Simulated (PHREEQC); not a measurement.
A solution holds 16 mmol/kgw NiSO4, 0.28 mmol/kgw CaCl2 and 0.063 mmol/kgw H2SO4, at 25 °C. Closed to the air; pH follows from the charge balance.

Computed with PHREEQC (ion-association model, wateq4f.dat).

```
quantity                         before     after
-----------------------------  --------  --------
pH                                 4.15      6.16
ionic strength (mol/kgw)         0.0441    0.0440
Ni+2 (mol/kgw)                   0.0109    0.0109
SO4-2 (mol/kgw)                  0.0108    0.0108
NiSO4 (mol/kgw)                 0.00511   0.00511
Ca+2 (mol/kgw)                 0.000187  0.000187
SI of Gypsum (CaSO4:2H2O)         -1.75     -1.75
SI of Morenosite (NiSO4:7H2O)     -2.22     -2.22
```

### Question
Which change was made?
A) H2SO4 from 6.3e-05 to 9.45e-05 mol/kgw
B) temperature from 25 to 15 °C
C) diluted 100-fold with water
D) H2SO4 replaced by Al2(SO4)3 at the same molality
E) H2SO4 left out

### Answer
E, H2SO4 left out

Precipitation was switched off in this run.
